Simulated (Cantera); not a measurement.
Mixture: CH4 : C2H6 : C3H8 : O2 : N2 : H2O = 1 : 0.11 : 0.086 : 3.09 : 11.6 : 0.53 (molar parts), at 3.80 bar, adiabatic and at constant volume. Ignition delay is the time to a rise of 400 K.

Computed with Cantera and GRI-Mech 3.0 (53 species, 325 reactions).

Predict: delay at 1100 K; delay at 1250 K; delay at 1400 K; delay at 1550 K; delay at 1700 K; apparent activation energy between 1550 and 1700 K.


| Item | Value |
|---|---|
| delay at 1100 K | 7.04 ms |
| delay at 1250 K | 0.944 ms |
| delay at 1400 K | 0.163 ms |
| delay at 1550 K | 39.2 µs |
| delay at 1700 K | 13.3 µs |
| apparent activation energy between 1550 and 1700 K | 160 kJ/mol |
